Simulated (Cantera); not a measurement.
Ammonia decomposition in nitride growth gas

A perfectly stirred reactor is fed with 12.8 % NH3, 87.2 % N2, at 20000 Pa; it is held at 2175 K, and followed from long to short residence time.

Cantera simulation using the gas-phase N/H chemistry of the illustrative SiF4/NH3 mechanism in the Surface Chemkin manual (1991); the numbers are that mechanism's predictions, not measurements. Walls and surfaces, which speed up NH3 decomposition in real reactors, are not modelled.

| τ (s) | x NH3 | x N2H4 | x H | x N2H2 | x H2 | x N2 |
|---|---|---|---|---|---|---|
| 1.8 | 0.00175 | 4.01e-11 | 0.00125 | 1.58e-8 | 0.167 | 0.830 |
| 0.74 | 0.00507 | 1.61e-10 | 0.000839 | 4.51e-8 | 0.163 | 0.831 |
| 0.31 | 0.0121 | 5.25e-10 | 0.000602 | 1.14e-7 | 0.154 | 0.833 |
| 0.13 | 0.0255 | 1.50e-9 | 0.000426 | 2.61e-7 | 0.136 | 0.838 |
| 0.056 | 0.0464 | 3.56e-9 | 0.000288 | 5.14e-7 | 0.108 | 0.845 |
| 0.024 | 0.0726 | 7.11e-9 | 0.000178 | 8.61e-7 | 0.0734 | 0.853 |
| 0.010 | 0.0970 | 1.21e-8 | 9.89e-5 | 1.21e-6 | 0.0408 | 0.861 |
| 0.0042 | 0.113 | 1.79e-8 | 5.13e-5 | 1.42e-6 | 0.0194 | 0.867 |
| 0.0018 | 0.121 | 2.23e-8 | 2.52e-5 | 1.40e-6 | 0.00824 | 0.869 |
| 0.00075 | 0.125 | 2.09e-8 | 1.09e-5 | 1.10e-6 | 0.00294 | 0.871 |
x: mole fraction; the columns are a selection and need not sum to one.
